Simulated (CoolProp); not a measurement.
1,2-dichloroethane along the isobar 25.6 MPa: density (kg/m³) from the reference equation and from simpler models built on Tc = 288.4 °C, pc = 5.226 MPa, ω = 0.269; each cubic takes its own stable root.

The numbers come from the reference Helmholtz-energy equation of state, Thol 2015 in CoolProp.

```tsv
T (°C)	phase	reference
84.15	liquid	1190
95.15	liquid	1175
106.15	liquid	1160
117.05	liquid	1145
128.05	liquid	1129
139.05	liquid	1113
150.05	liquid	1097
160.95	liquid	1081
171.95	liquid	1065
182.95	liquid	1048
193.95	liquid	1031
204.85	liquid	1014
215.85	liquid	997.3
226.85	liquid	979.9
```

### Question
How far does each simpler model (Redlich-Kwong, Peng-Robinson) lie from the reference over these 14 states: mean and median of the absolute difference, and the worst?

### Answer
- Redlich-Kwong: mean 12.7 %, median 12.7 %, worst -13.4 % at 84.15 °C and 25.6 MPa
- Peng-Robinson: mean 0.3 %, median 0.4 %, worst -0.6 % at 84.15 °C and 25.6 MPa
